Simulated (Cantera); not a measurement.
## Reactions in the system B-H-N-O

Standard-state values (1 bar) from the NASA 1993 polynomials, evaluated with Cantera. Values are per mole of reaction as written; species without (g) are pure solids or liquids, kept so even where they would boil at 1 bar.

3 NO(g) + 2 BN = 5 N(g) + B₂O₃(g)

```
T (K)  ΔH° (kJ)  ΔS° (J/K)  ΔG° (kJ)  log10 K
-----  --------  ---------  --------  -------
1923     1774.5      423.3     960.6   -26.09
2023     1774.4      423.2     918.3   -23.71
2123     1774.3      423.1     876.0   -21.55
2223     1774.1      423.1     833.6   -19.59
2323     1774.0      423.0     791.3   -17.79
2423     1773.9      423.0     749.0   -16.15
```

2 H₂(g) + O₂(g) + BN = HBO₂(g) + NH₃(g)

| T (K) | ΔH° (kJ) | ΔS° (J/K) | ΔG° (kJ) | log10 K |
|---|---|---|---|---|
| 1923 | -382.7 | -86.6 | -216.1 | 5.87 |
| 2023 | -383.4 | -87.0 | -207.4 | 5.36 |
| 2123 | -384.0 | -87.3 | -198.7 | 4.89 |
| 2223 | -384.6 | -87.6 | -190.0 | 4.46 |
| 2323 | -385.2 | -87.8 | -181.2 | 4.07 |
| 2423 | -385.7 | -88.0 | -172.4 | 3.72 |
